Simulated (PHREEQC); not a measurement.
A column of 1 m (40 cells, dispersivity 0.05 m, 720 s a shift, diffusion coefficient 3e-10 m²/s) holds 0.031 eq of the database's cation exchanger X per kg of pore water, first in equilibrium with 0.029 mol KBr, 0.023 mol CaCl2, 0.035 mol LiCl and 1e-05 mol HCl per kg of water. It is flushed with 0.048 mol ZnCl2 and 1e-05 mol HCl per kg of water, at 25 °C. Values are for the last cell. No CO2 enters from the air. No solid was allowed to form.

Model: ion-association model, phreeqc.dat, run in PHREEQC.

```json
[
 {"pore volumes": "0", "Zn in solution (mol/kgw)": "0", "Br in solution (mol/kgw)": "0.0290", "Li in solution (mol/kgw)": "0.0350", "K in solution (mol/kgw)": "0.0290", "Ca in solution (mol/kgw)": "0.0230", "LiX on the exchanger (mol/kgw)": "0.00189", "ZnX2 on the exchanger (mol/kgw)": "0"},
 {"pore volumes": "0.3125", "Zn in solution (mol/kgw)": "1.33e-8", "Br in solution (mol/kgw)": "0.0290", "Li in solution (mol/kgw)": "0.0350", "K in solution (mol/kgw)": "0.0290", "Ca in solution (mol/kgw)": "0.0230", "LiX on the exchanger (mol/kgw)": "0.00189", "ZnX2 on the exchanger (mol/kgw)": "5.26e-9"},
 {"pore volumes": "0.7125", "Zn in solution (mol/kgw)": "0.00134", "Br in solution (mol/kgw)": "0.0240", "Li in solution (mol/kgw)": "0.0304", "K in solution (mol/kgw)": "0.0283", "Ca in solution (mol/kgw)": "0.0231", "LiX on the exchanger (mol/kgw)": "0.00162", "ZnX2 on the exchanger (mol/kgw)": "0.000517"},
 {"pore volumes": "1.012", "Zn in solution (mol/kgw)": "0.0114", "Br in solution (mol/kgw)": "0.0123", "Li in solution (mol/kgw)": "0.0171", "K in solution (mol/kgw)": "0.0223", "Ca in solution (mol/kgw)": "0.0198", "LiX on the exchanger (mol/kgw)": "0.000876", "ZnX2 on the exchanger (mol/kgw)": "0.00402"},
 {"pore volumes": "1.312", "Zn in solution (mol/kgw)": "0.0267", "Br in solution (mol/kgw)": "0.00438", "Li in solution (mol/kgw)": "0.00679", "K in solution (mol/kgw)": "0.0130", "Ca in solution (mol/kgw)": "0.0125", "LiX on the exchanger (mol/kgw)": "0.000337", "ZnX2 on the exchanger (mol/kgw)": "0.00887"},
 {"pore volumes": "1.712", "Zn in solution (mol/kgw)": "0.0403", "Br in solution (mol/kgw)": "0.000826", "Li in solution (mol/kgw)": "0.00146", "K in solution (mol/kgw)": "0.00461", "Ca in solution (mol/kgw)": "0.00485", "LiX on the exchanger (mol/kgw)": "7.16e-5", "ZnX2 on the exchanger (mol/kgw)": "0.0131"},
 {"pore volumes": "2.013", "Zn in solution (mol/kgw)": "0.0448", "Br in solution (mol/kgw)": "0.000210", "Li in solution (mol/kgw)": "0.000408", "K in solution (mol/kgw)": "0.00185", "Ca in solution (mol/kgw)": "0.00208", "LiX on the exchanger (mol/kgw)": "2.00e-5", "ZnX2 on the exchanger (mol/kgw)": "0.0145"},
 {"pore volumes": "2.312", "Zn in solution (mol/kgw)": "0.0468", "Br in solution (mol/kgw)": "5.02e-5", "Li in solution (mol/kgw)": "0.000108", "K in solution (mol/kgw)": "0.000697", "Ca in solution (mol/kgw)": "0.000830", "LiX on the exchanger (mol/kgw)": "5.26e-6", "ZnX2 on the exchanger (mol/kgw)": "0.0151"},
 {"pore volumes": "2.712", "Zn in solution (mol/kgw)": "0.0477", "Br in solution (mol/kgw)": "7.09e-6", "Li in solution (mol/kgw)": "1.72e-5", "K in solution (mol/kgw)": "0.000177", "Ca in solution (mol/kgw)": "0.000228", "LiX on the exchanger (mol/kgw)": "8.39e-7", "ZnX2 on the exchanger (mol/kgw)": "0.0154"},
 {"pore volumes": "3.013", "Zn in solution (mol/kgw)": "0.0479", "Br in solution (mol/kgw)": "1.59e-6", "Li in solution (mol/kgw)": "4.22e-6", "K in solution (mol/kgw)": "6.11e-5", "Ca in solution (mol/kgw)": "8.37e-5", "LiX on the exchanger (mol/kgw)": "2.06e-7", "ZnX2 on the exchanger (mol/kgw)": "0.0155"}
]
```

Species that the database lacks are ignored.
